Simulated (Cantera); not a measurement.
Feed: 1 mol CuO, 3 mol F2, at 1.30 mbar.

Equilibrium computed with Cantera from the NASA thermochemical tables; the gas is ideal and each condensed phase is pure. Candidate condensed phases: Cu, CuF2, CuO, Cu2O; 13 gas species. Kinetics and transport are ignored.

Q: At 700 K, list the 3 most abundant gas species with their mole fractions, and the condensed phases.

A: F2 0.768, O2 0.196, F 0.0350. Condensed: CuF2(s).
